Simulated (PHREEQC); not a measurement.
Make-up at 86 °C: 0.0018 mol/kgw ZnSO4, 4e-05 mol/kgw NaCl and 5.6e-05 mol/kgw HCl. Closed to the air; pH follows from the charge balance.

All values are PHREEQC results (ion-association model, wateq4f.dat), not measurements.

Question: The ionic strength comes out as 0.00585 mol/kgw. What activity coefficients do Cl-, Na+, SO4-2, ZnCl+, HSO4- get?

Answer: Cl- 0.91, Na+ 0.91, SO4-2 0.70, ZnCl+ 0.91, HSO4- 0.91.

No solid was allowed to form. Away from 25 °C the constants follow the database's enthalpies or fits; those with neither stay at their 25 °C values.
